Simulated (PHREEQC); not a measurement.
Make-up at 25 °C: 19 mmol/kgw HCl, 4.3 mmol/kgw Li2SO4 and 22 mmol/kgw Na2SO4. Closed to the air; pH follows from the charge balance.

The numbers come from PHREEQC with the ion-association model, phreeqc.dat.

### Question
The ionic strength comes out as 0.0790 mol/kgw. What activity coefficients do SO4-2, Cl-, Na+, NaSO4-, H+ get?

### Answer
SO4-2 0.40, Cl- 0.78, Na+ 0.80, NaSO4- 0.80, H+ 0.84.

This is a speciation only: nothing precipitates in the calculation. Species that the database lacks are ignored.
